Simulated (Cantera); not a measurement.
A perfectly stirred reactor is fed with 29.4 % NO, 70.6 % N2, at 86000 Pa; it is held at 1900 K, and followed from long to short residence time.

Cantera simulation using GRI-Mech 3.0 (53 species, 325 reactions); the numbers are that mechanism's predictions, not measurements.

x: mole fraction; the columns are a selection and need not sum to one.

```csv
τ (s),x NO,x O2,x N2O,x NO2,x O,x N2
5.9,0.120,0.0870,6.27e-6,0.000148,?,0.793
1.9,0.190,0.0518,1.57e-5,0.000183,?,0.758
0.59,0.249,0.0226,2.71e-5,0.000165,?,0.729
0.19,0.278,0.00814,3.40e-5,0.000125,?,0.714
0.059,0.289,0.00255,3.67e-5,9.52e-5,?,0.709
0.019,0.292,0.000781,3.64e-5,8.05e-5,?,0.707
0.0058,0.294,0.000197,3.32e-5,6.83e-5,?,0.706
0.0018,0.294,3.43e-5,2.53e-5,4.79e-5,?,0.706
```

**Question.** Complete the blanks.

**Answer.** 
- 5.9, x O: 9.67e-5
- 1.9, x O: 7.61e-5
- 0.59, x O: 5.31e-5
- 0.19, x O: 3.66e-5
- 0.059, x O: 2.74e-5
- 0.019, x O: 2.32e-5
- 0.0058, x O: 2.00e-5
- 0.0018, x O: 1.46e-5
